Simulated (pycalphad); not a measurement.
An equivalent pycalphad script:

```python
from pycalphad import Database, equilibrium, calculate, variables as v
import numpy as np
db = Database('COST507.tdb')
comps = ['FE', 'SI', 'VA']
phases = ['BCC_B2', 'DIAMOND_A4', 'FCC_A1', 'FE2SI', 'FE5SI3', 'FESI', 'FESI2_H', 'FESI2_L', 'LIQUID']
eq = equilibrium(db, comps, phases, {v.X('SI'): 0.121, v.T: np.arange(2250, 499, -40), v.P: 101325, v.N: 1}, output=['HM', 'SM'])
```

All values are pycalphad results on the COST 507 light-alloy database (1999) (1 atm), not direct measurements. The database dates from 1999; later assessments differ in places, in temperatures and in the compounds included. Amounts are mole fractions of atoms. Diffusion is slow at the low end, where real alloys seldom reach equilibrium.

Results at three of the temperatures:

```
T = 1410.00 K, P = 101325 Pa, N = 1 mol of atoms
G = -86003 J/mol, H = 26861 J/mol, S = 80.05 J/(mol K)  (SER reference)
chemical potentials (J/mol): Fe -76454, Si -155370
phase             fraction      x(Fe)      x(Si)
BCC_A2              1.0000     0.8790     0.1210
```

```
T = 1370.00 K, P = 101325 Pa, N = 1 mol of atoms
G = -82822 J/mol, H = 25376 J/mol, S = 78.98 J/(mol K)  (SER reference)
chemical potentials (J/mol): Fe -73175, Si -152903
phase             fraction      x(Fe)      x(Si)
BCC_A2              1.0000     0.8790     0.1210
```

```
T = 730.00 K, P = 101325 Pa, N = 1 mol of atoms
G = -39626 J/mol, H = -1469 J/mol, S = 52.27 J/(mol K)  (SER reference)
chemical potentials (J/mol): Fe -28667, Si -119234
phase             fraction      x(Fe)      x(Si)
BCC_B2              1.0000     0.8790     0.1210
```

Changes of the phase set, refined by bisection:

| T (°C) | phases above | phases below |
|---|---|---|
| 1425.2 | liquid | bcc + liquid |
| 1395.6 | bcc + liquid | bcc |
| 762 ± 1 | bcc | ordered bcc (B2) |

BCC_A2 is bcc; BCC_B2 is ordered bcc (B2).
